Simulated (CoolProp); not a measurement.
Saturation properties of trans-2-butene (Tc = 155.5 °C, pc = 4.019 MPa, ω = 0.210).

Model: reference Helmholtz-energy equation of state, Lemmon 2005, in CoolProp. It is a short technical equation, of lower accuracy than the large ones.

```json
[
 {"T (°C)": "37.45", "p (MPa)": "0.3408", "enthalpy of vaporisation (kJ/kg)": "367.9", "surface tension (mN/m)": "11.6"},
 {"T (°C)": "48.45", "p (MPa)": "0.4627", "enthalpy of vaporisation (kJ/kg)": "[?]", "surface tension (mN/m)": "10.3"},
 {"T (°C)": "59.45", "p (MPa)": "0.6145", "enthalpy of vaporisation (kJ/kg)": "341.1", "surface tension (mN/m)": "[?]"},
 {"T (°C)": "70.55", "p (MPa)": "0.8026", "enthalpy of vaporisation (kJ/kg)": "325.9", "surface tension (mN/m)": "7.80"},
 {"T (°C)": "81.55", "p (MPa)": "1.028", "enthalpy of vaporisation (kJ/kg)": "309.3", "surface tension (mN/m)": "6.61"},
 {"T (°C)": "92.65", "p (MPa)": "1.300", "enthalpy of vaporisation (kJ/kg)": "[?]", "surface tension (mN/m)": "5.44"},
 {"T (°C)": "103.65", "p (MPa)": "1.619", "enthalpy of vaporisation (kJ/kg)": "[?]", "surface tension (mN/m)": "4.33"},
 {"T (°C)": "114.75", "p (MPa)": "1.997", "enthalpy of vaporisation (kJ/kg)": "245.8", "surface tension (mN/m)": "3.26"},
 {"T (°C)": "125.75", "p (MPa)": "2.434", "enthalpy of vaporisation (kJ/kg)": "217.3", "surface tension (mN/m)": "2.26"},
 {"T (°C)": "136.85", "p (MPa)": "2.948", "enthalpy of vaporisation (kJ/kg)": "180.8", "surface tension (mN/m)": "1.34"},
 {"T (°C)": "147.85", "p (MPa)": "3.543", "enthalpy of vaporisation (kJ/kg)": "[?]", "surface tension (mN/m)": "[?]"}
]
```

Q: Some entries are withheld; supply them.

A: 
- 48.45, enthalpy of vaporisation (kJ/kg): 355.0
- 59.45, surface tension (mN/m): 9.04
- 92.65, enthalpy of vaporisation (kJ/kg): 290.8
- 103.65, enthalpy of vaporisation (kJ/kg): 270.0
- 147.85, enthalpy of vaporisation (kJ/kg): 127.8
- 147.85, surface tension (mN/m): 0.536

It boils at 0.9 °C under 1 atm.

Surface tension comes from a separate correlation (Mulero 2014).
